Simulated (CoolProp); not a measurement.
Vapour-liquid equilibrium of cyclohexane (1) + dimethyl carbonate (2) at 19.45 °C; x and y are mole fractions of (1).

Model: multi-fluid Helmholtz-energy mixture model, Zhou 2014 and Zhou 2011; pair parameters Bell 2016, in CoolProp.

```json
[
 {"x": "0.05", "bubble pressure (MPa)": "0.007980", "y at the bubble point": "0.350", "dew pressure at overall composition x (MPa)": "…", "liquid density (mol/L)": "11.70"},
 {"x": "0.2", "bubble pressure (MPa)": "0.01166", "y at the bubble point": "0.598", "dew pressure at overall composition x (MPa)": "0.006650", "liquid density (mol/L)": "11.18"},
 {"x": "0.35", "bubble pressure (MPa)": "0.01259", "y at the bubble point": "0.648", "dew pressure at overall composition x (MPa)": "0.007981", "liquid density (mol/L)": "10.71"},
 {"x": "0.5", "bubble pressure (MPa)": "0.01273", "y at the bubble point": "…", "dew pressure at overall composition x (MPa)": "0.009920", "liquid density (mol/L)": "10.30"},
 {"x": "0.65", "bubble pressure (MPa)": "0.01276", "y at the bubble point": "0.663", "dew pressure at overall composition x (MPa)": "0.01263", "liquid density (mol/L)": "9.932"},
 {"x": "0.8", "bubble pressure (MPa)": "0.01263", "y at the bubble point": "…", "dew pressure at overall composition x (MPa)": "…", "liquid density (mol/L)": "9.614"},
 {"x": "0.95", "bubble pressure (MPa)": "…", "y at the bubble point": "0.852", "dew pressure at overall composition x (MPa)": "0.01047", "liquid density (mol/L)": "9.340"}
]
```

### Question
What belongs in the gaps?

### Answer

- 0.05, dew pressure at overall composition x (MPa): 0.005691
- 0.5, y at the bubble point: 0.658
- 0.8, y at the bubble point: 0.696
- 0.8, dew pressure at overall composition x (MPa): 0.01178
- 0.95, bubble pressure (MPa): 0.01131

y crosses x between x = 0.65 and 0.8: the model has an azeotrope there.

Pair parameters are fitted to limited data, so mixtures are less certain than the pure fluids. With so large a gap from Raoult's law the liquid may split in two, which this calculation doesn't test in full.
